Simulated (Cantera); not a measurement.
Charge: 1 mol PbO, 2.1 mol H2, 27 mol N2, held at 0.0120 bar.

Method: chemical equilibrium by Gibbs-energy minimisation in Cantera with the NASA 1993 tables (ideal gas, pure condensed phases). Candidate condensed phases: H2O, Pb, PbO, PbO2, Pb3O4; 27 gas species. Rates play no part. All values below are at 923 K.

Base state: N2 0.928, H2 0.0378, H2O 0.0344, Pb 0.000211 (mole fractions); condensed: Pb(l).

### Question
What changes in the equilibrium state with this change: H2 from 2.1 to 0.039 mol?

### Answer
```
species             before     after
----------------  --------  --------
N2                   0.928     0.998
H2O                 0.0344   0.00144
Pb                0.000211  0.000211
H2                  0.0378   1.58e-7
Pb(l), mol           0.994    0.0333
PbO(yellow), mol         0     0.961
```
